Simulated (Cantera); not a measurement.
A perfectly stirred reactor is fed with 0.114 % CO, 3.12 % O₂, 2.08 % H₂O, 94.7 % N₂, equivalence ratio 0.018, at 100000 Pa; it is held at 1400 K, and followed from long to short residence time.

Cantera simulation using GRI-Mech 3.0 (53 species, 325 reactions); the numbers are that mechanism's predictions, not measurements.

x: mole fraction; the columns are a selection and need not sum to one.

```
τ (s)        x CO    x O₂   x H₂O   x H₂O₂  x H    x HO₂    x N₂O
-------  --------  ------  ------  -------  ---  -------  -------
8.3       2.80e-6  0.0307  0.0208  1.44e-9    ?  2.16e-8  7.68e-8
2.7       6.17e-6  0.0307  0.0208  2.67e-9    ?  3.96e-8  1.40e-7
0.90      1.31e-5  0.0307  0.0208  4.97e-9    ?  7.73e-8  2.41e-7
0.30      2.77e-5  0.0307  0.0208  9.19e-9    ?  1.53e-7  3.60e-7
0.099     5.80e-5  0.0307  0.0208  1.66e-8    ?  2.99e-7  4.27e-7
0.033    0.000119  0.0307  0.0208  2.85e-8    ?  5.54e-7  3.92e-7
0.011    0.000235  0.0308  0.0208  4.54e-8    ?  9.44e-7  2.93e-7
0.0036   0.000443  0.0309  0.0207  6.33e-8    ?  1.41e-6  1.77e-7
0.0012   0.000741  0.0310  0.0207  6.53e-8    ?  1.61e-6  7.46e-8
0.00039   0.00106  0.0312  0.0208  1.84e-8    ?  9.09e-7  8.14e-9
```

Q: Fill in the missing entries.

A: 
- 8.3, x H: 9.05e-9
- 2.7, x H: 2.46e-8
- 0.90, x H: 6.85e-8
- 0.30, x H: 1.93e-7
- 0.099, x H: 5.46e-7
- 0.033, x H: 1.48e-6
- 0.011, x H: 3.66e-6
- 0.0036, x H: 7.49e-6
- 0.0012, x H: 9.29e-6
- 0.00039, x H: 2.38e-6
